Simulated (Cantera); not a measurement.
Premixed flame

A freely propagating, adiabatic, planar premixed flame of H2 : O2 : N2 : H2O = 1 : 0.543 : 2.04 : 0.27 (molar parts), equivalence ratio 0.92, unburnt at 550 K and 1.00 atm; multicomponent+Soret transport, grid criteria slope 0.08 and curve 0.16, no radiation.

Model: the H2/O2 subset of GRI-Mech 3.0, which has no nitrogen chemistry, integrated in Cantera. Burning velocities carry a grid error of a few per cent, more on coarse grids.

| z (mm) | T (K) | u (m/s) | x H2 | x O2 | x H2O | x H | x OH | x HO2 |
|---|---|---|---|---|---|---|---|---|
| -1.22 | 550 | 4.74 | 0.260 | 0.141 | 0.0701 | <1e-8 | <1e-8 | <1e-8 |
| -0.812 | 550 | 4.74 | 0.260 | 0.141 | 0.0701 | <1e-8 | <1e-8 | <1e-8 |
| -0.609 | 550 | 4.74 | 0.259 | 0.141 | 0.0701 | <1e-8 | <1e-8 | <1e-8 |
| -0.406 | 550 | 4.74 | 0.259 | 0.141 | 0.0702 | <1e-8 | <1e-8 | 5.39e-7 |
| -0.203 | 564 | 4.77 | 0.244 | 0.143 | 0.0720 | 2.46e-5 | 1.47e-5 | 0.000189 |
| -0.102 | 767 | 6.28 | 0.205 | 0.140 | 0.0926 | 0.00240 | 0.000752 | 0.000340 |
| 0 | 1195 | 9.54 | 0.129 | 0.106 | 0.169 | 0.0194 | 0.00278 | 0.000131 |
| 0.102 | 1500 | 11.9 | 0.0609 | 0.0575 | 0.254 | 0.0346 | 0.00843 | 5.60e-5 |
| 0.203 | 1657 | 13.1 | 0.0408 | 0.0392 | 0.285 | 0.0335 | 0.0123 | 3.28e-5 |
| 0.406 | 1815 | 14.2 | 0.0350 | 0.0321 | 0.301 | 0.0248 | 0.0147 | 2.14e-5 |
| 0.812 | 1966 | 15.2 | 0.0303 | 0.0276 | 0.315 | 0.0158 | 0.0154 | 1.39e-5 |
| 1.62 | 2097 | 16.1 | 0.0240 | 0.0236 | 0.330 | 0.00896 | 0.0146 | 8.53e-6 |
| 3.25 | 2201 | 16.8 | 0.0172 | 0.0202 | 0.344 | 0.00453 | 0.0126 | 5.12e-6 |
x: mole fraction of selected species; z is measured from the peak of heat release.

```json
{
  "laminar_burning_velocity": "474 cm/s",
  "thermal_thickness": "0.406 mm",
  "peak x(H)": "0.0354",
  "peak x(OH)": "0.0154",
  "peak x(HO2)": "0.000438",
  "grid_points": "113"
}
```
